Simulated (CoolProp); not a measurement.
A simple Rankine cycle with R1224YDZ: condensing at 331.15 K, boiler at 2.41 MPa, turbine inlet 472.1 K, turbine efficiency 0.9, pump efficiency 0.6, no recuperator. Each further row changes one setting.

Model: reference Helmholtz-energy equation of state, Akasaka 2023, in CoolProp.

```
case                             thermal efficiency (%)  net work (kJ/kg)  heat in (kJ/kg)  turbine exit temperature (K)  volume ratio over the turbine
-------------------------------  ----------------------  ----------------  ---------------  ----------------------------  -----------------------------
as stated                                          12.3               ___              263                         420.4                            ___
condensing temperature 323.15 K                    13.5              36.8              273                         414.8                           7.66
boiler pressure 1.69 MPa                           10.2               ___              ___                         433.0                           4.12
turbine efficiency 0.8                             10.8               ___              263                           ___                           6.19
```

### Question
Complete the blanks.

### Answer

- as stated, net work (kJ/kg): 32.3
- as stated, volume ratio over the turbine: 6.12
- boiler pressure 1.69 MPa, net work (kJ/kg): 27.5
- boiler pressure 1.69 MPa, heat in (kJ/kg): 271
- turbine efficiency 0.8, net work (kJ/kg): 28.4
- turbine efficiency 0.8, turbine exit temperature (K): 424.4
